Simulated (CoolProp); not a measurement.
Isobutene along the isobar 42.9 bar: fugacity coefficient from the reference equation and from simpler models built on Tc = 418.1 K, pc = 40.16 bar, ω = 0.193; each cubic takes its own stable root.

The numbers come from the reference Helmholtz-energy equation of state, Lemmon 2005 in CoolProp. It is a short technical equation, of lower accuracy than the large ones.

```tsv
T (K)	phase	reference
219.8	liquid	0.002948
240.7	liquid	0.009073
261.6	liquid	0.02252
282.5	liquid	0.04743
303.5	liquid	0.08806
324.4	liquid	0.1471
345.3	liquid	0.2262
366.2	liquid	0.3246
387.1	liquid	0.4391
408	liquid	0.5630
428.9	supercritical	0.6678
449.8	supercritical	0.7215
470.8	supercritical	0.7625
491.7	supercritical	0.7955
```

### Question
How far does each simpler model (Soave-Redlich-Kwong, Peng-Robinson) lie from the reference over these 14 states: mean and median of the absolute difference, and the worst?

### Answer
- Soave-Redlich-Kwong: mean 2.1 %, median 1.8 %, worst +3.7 % at 366.2 K and 42.9 bar
- Peng-Robinson: mean 1.1 %, median 0.8 %, worst +3.5 % at 219.8 K and 42.9 bar
